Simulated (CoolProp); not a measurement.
Saturated liquid density (kg/m³) of octamethylcyclotetrasiloxane (D4): the reference equation beside estimates from Tc = 586.5 K, pc = 1.347 MPa, ω = 0.598. Rackett uses Z = 0.29056 − 0.08775 ω.

Model: reference Helmholtz-energy equation of state, Thol 2015, in CoolProp.

| T (K) | reference | Rackett | Peng-Robinson |
|---|---|---|---|
| 388.4 | 844.5 | 986.1 | 863.0 |
| 399.5 | 830.7 | 969.3 | 850.6 |
| 410.6 | 816.6 | 952.0 | 837.5 |
| 421.6 | 802.4 | 934.5 | 823.5 |
| 432.7 | 787.6 | 916.3 | 808.5 |
| 443.8 | 772.5 | 897.5 | 792.5 |
| 454.9 | 756.9 | 878.0 | 775.2 |
| 465.9 | 740.8 | 858.0 | 756.8 |
| 477 | 724.0 | 836.9 | 736.8 |
| 488.1 | 706.4 | 814.9 | 715.0 |
| 499.2 | 687.8 | 791.6 | 691.2 |
| 510.2 | 668.2 | 767.1 | 665.3 |
| 521.3 | 646.8 | 740.6 | 636.4 |

Absolute difference from the reference over all 13 rows, mean and median: Rackett 15.9 and 16.0 %, Peng-Robinson 1.9 and 2.2 %.
